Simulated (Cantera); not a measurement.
Source: NASA polynomial tables (part measured, part estimated), evaluated in Cantera. Values are per mole of reaction as written; species without (g) are pure solids or liquids, kept so even where they would boil at 1 bar.

2 C + O2(g) ⇌ 2 CO(g), with ΔH° = -221.0 kJ and ΔS° = 178.8 J/K at 300 K.

Question: How far is the shortcut ΔG° ≈ ΔH°(300 K) − T·ΔS°(300 K) from the full temperature-dependent value at 1073, 1123, 1173, 1223, 1273, 1323, 1373, 1423 K?

Answer: 
| T (K) | shortcut (kJ) | full (kJ) | difference (kJ) | difference in log10 K |
|---|---|---|---|---|
| 1073 | -412.9 | -413.4 | 0.6 | -0.03 |
| 1123 | -421.8 | -422.2 | 0.4 | -0.02 |
| 1173 | -430.7 | -431.0 | 0.2 | -0.01 |
| 1223 | -439.7 | -439.7 | 0.0 | 0.00 |
| 1273 | -448.6 | -448.4 | -0.2 | 0.01 |
| 1323 | -457.5 | -457.0 | -0.5 | 0.02 |
| 1373 | -466.5 | -465.7 | -0.8 | 0.03 |
| 1423 | -475.4 | -474.3 | -1.1 | 0.04 |
The shortcut ignores the heat-capacity change of the reaction.
